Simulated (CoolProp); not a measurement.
Vapour-liquid equilibrium of ethane (1) + C2F6 (R116) (2) at 236.3 K; x and y are mole fractions of (1).

The numbers come from the multi-fluid Helmholtz-energy mixture model, Bücker 2006 and Lemmon 2006; pair parameters Bell 2016 in CoolProp.

Q: Give the bubble pressure and the first vapour's composition at x = 0.2, 0.275, 0.65. Is there an azeotrope?

A: x = 0.2: 0.8507 MPa, y = 0.381; x = 0.275: 0.9168 MPa, y = 0.459; x = 0.65: 1.045 MPa, y = 0.662. y crosses x between x = 0.65 and 0.725: the model has an azeotrope there.

The pair parameters rest on a limited set of measurements; away from them the model extrapolates.
